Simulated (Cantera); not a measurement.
A perfectly stirred reactor is fed with C₃H₈ : H₂ = 1 : 5.4 (molar parts), at 143 Torr; it is held at 1550 K, and followed from long to short residence time.

Computed with Cantera and GRI-Mech 3.0 (53 species, 325 reactions). GRI-Mech 3.0 was tuned for natural gas; its chemistry of propane as a main component is partial and can be far from experiment. GRI-Mech 3.0 stops at C3 and has no aromatics, soot or wall deposition, so with more carbon than oxygen in the feed, carbon stays in small species such as C2H2 where larger ones or solid carbon would form.

Problem. What does this change do: pressure from 143 Torr to 0.470 bar?

Solution. 
| quantity | before | after |
|---|---|---|
| x(C₃H₈) at τ = 6.60 s | 3.62e-6 | 2.41e-6 |
| x(H₂) at τ = 6.60 s | 0.811 | 0.796 |
| x(C₂H₄) at τ = 6.60 s | 0.00396 | 0.00857 |
| x(H) at τ = 6.60 s | 7.64e-5 | 4.40e-5 |
| x(CH₂) at τ = 6.60 s | 6.76e-9 | 3.56e-9 |
| x(C₃H₈) at τ = 81.0 ms | 0.000184 | 0.000133 |
| x(H₂) at τ = 81.0 ms | 0.781 | 0.777 |
| x(C₂H₄) at τ = 81.0 ms | 0.00844 | 0.0119 |
| x(H) at τ = 81.0 ms | 0.000194 | 0.000100 |
| x(CH₂) at τ = 81.0 ms | 8.34e-8 | 2.54e-8 |

Problem. What does this change do: temperature 1550 to 1900 K?

Solution. 
```csv
quantity,before,after
x(C₃H₈) at τ = 6.60 s,3.62e-6,1.16e-7
x(H₂) at τ = 6.60 s,0.811,0.837
x(C₂H₄) at τ = 6.60 s,0.00396,0.000306
x(H) at τ = 6.60 s,7.64e-5,0.00168
x(CH₂) at τ = 6.60 s,6.76e-9,3.06e-7
x(C₃H₈) at τ = 81.0 ms,0.000184,9.24e-6
x(H₂) at τ = 81.0 ms,0.781,0.824
x(C₂H₄) at τ = 81.0 ms,0.00844,0.000480
x(H) at τ = 81.0 ms,0.000194,0.00179
x(CH₂) at τ = 81.0 ms,8.34e-8,2.08e-6
```
